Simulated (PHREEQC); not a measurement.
Leach liquor: speciation

Consider water at 25 °C with 0.5 mol/kgw HCl, 0.014 mol/kgw LiCl and 0.00039 mol/kgw Na2SO4. Closed to the air; pH follows from the charge balance.

Equilibrium calculation in PHREEQC: ion-association model, phreeqc.dat.

The pH comes out as 0.42, the ionic strength is 0.514 mol/kgw and the activity of water is 0.983. The specific conductance is 152000 µS/cm. The density is 1.006 g/cm³ and the total alkalinity is -500 meq/kg.

| species | molality | activity | log γ |
|---|---|---|---|
| Cl- | 0.514 | 0.333 | -0.188 |
| H+ | 0.500 | 0.381 | -0.117 |
| Li+ | 0.0140 | 0.00988 | -0.152 |
| Na+ | 0.000780 | 0.000559 | -0.144 |
| HSO4- | 0.000355 | 0.000260 | -0.134 |
| SO4-2 | 3.46e-5 | 7.02e-6 | -0.692 |
| LiSO4- | 4.46e-7 | 3.03e-7 | -0.168 |
| NaSO4- | 2.85e-8 | 1.97e-8 | -0.161 |

Precipitation was switched off in this run.
